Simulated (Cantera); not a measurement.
A Cantera script and its output.

```python
import numpy as np
import cantera as ct

gas = ct.Solution("gri30.yaml")
gas.TPX = 1325, 2100000, {'CH4': 1, 'CO2': 3.5, 'H2': 0.13}
reactor = ct.IdealGasConstPressureReactor(gas, energy="off", clone=False)
net = ct.ReactorNet([reactor])
net.rtol, net.atol = 1e-08, 1e-18
show = ['CH4', 'CO2', 'H2', 'C2H4', 'O2']
times = np.geomspace(0.0003, 3, 14)

steps = ct.SolutionArray(gas, extra=["t"])
rows = []
print(f"{'t/s':>10s}{'T/K':>9s}{'P/Pa':>11s}" + "".join(f"{s:>11s}" for s in show))
for t in times:
    while net.time < t:
        t_next = net.step()
        steps.append(gas.state, t=t_next)
    rows.append([np.interp(t, steps.t, y) for y in (steps.T, steps.P, *steps(*show).X.T)])
    print(f"{t:10.3e}{rows[-1][0]:9.1f}{rows[-1][1]:11.4g}" + "".join(f"{x:11.3e}" for x in rows[-1][2:]))
rate = np.gradient(steps.T, steps.t)
print("integrator steps:", len(steps.t))
if steps.T.max() > steps.T[0] + 200:
    print(f"time of steepest temperature rise: {steps.t[rate.argmax()]:.4e} s")
gas.TPX = 1325, 2100000, {'CH4': 1, 'CO2': 3.5, 'H2': 0.13}
gas.equilibrate("TP")
print(f"equilibrium (TP): T = {gas.T:.1f} K  " + "  ".join(f"{s} {gas[s].X[0]:.3e}" for s in show))
```

Output:

```
       t/s      T/K       P/Pa        CH4        CO2         H2       C2H4         O2
 3.000e-04   1325.0    2.1e+06  2.160e-01  7.559e-01  2.808e-02  4.523e-08  1.974e-17
 6.093e-04   1325.0    2.1e+06  2.160e-01  7.559e-01  2.807e-02  1.428e-07  4.869e-17
 1.237e-03   1325.0    2.1e+06  2.160e-01  7.559e-01  2.807e-02  4.170e-07  1.081e-16
 2.513e-03   1325.0    2.1e+06  2.159e-01  7.559e-01  2.805e-02  1.285e-06  2.301e-16
 5.104e-03   1325.0    2.1e+06  2.159e-01  7.558e-01  2.803e-02  4.327e-06  4.830e-16
 1.037e-02   1325.0    2.1e+06  2.158e-01  7.557e-01  2.797e-02  1.561e-05  1.011e-15
 2.105e-02   1325.0    2.1e+06  2.156e-01  7.554e-01  2.785e-02  5.668e-05  2.097e-15
 4.275e-02   1325.0    2.1e+06  2.152e-01  7.548e-01  2.763e-02  1.861e-04  4.179e-15
 8.683e-02   1325.0    2.1e+06  2.143e-01  7.533e-01  2.722e-02  4.962e-04  7.458e-15
 1.763e-01   1325.0    2.1e+06  2.126e-01  7.501e-01  2.650e-02  1.066e-03  1.091e-14
 3.581e-01   1325.0    2.1e+06  2.090e-01  7.437e-01  2.534e-02  2.001e-03  1.243e-14
 7.273e-01   1325.0    2.1e+06  2.018e-01  7.308e-01  2.351e-02  3.554e-03  1.236e-14
 1.477e+00   1325.0    2.1e+06  1.879e-01  7.063e-01  2.102e-02  6.209e-03  1.193e-14
 3.000e+00   1325.0    2.1e+06  1.624e-01  6.628e-01  1.885e-02  1.057e-02  1.100e-14
integrator steps: 789
equilibrium (TP): T = 1325.0 K  CH4 2.883e-04  CO2 2.240e-01  H2 1.673e-01  C2H4 5.596e-09  O2 7.314e-16
```

Cantera simulation using GRI-Mech 3.0 (53 species, 325 reactions); the numbers are that mechanism's predictions, not measurements. The pressure lies above the range GRI-Mech 3.0 was tuned for (to about 10 atm).
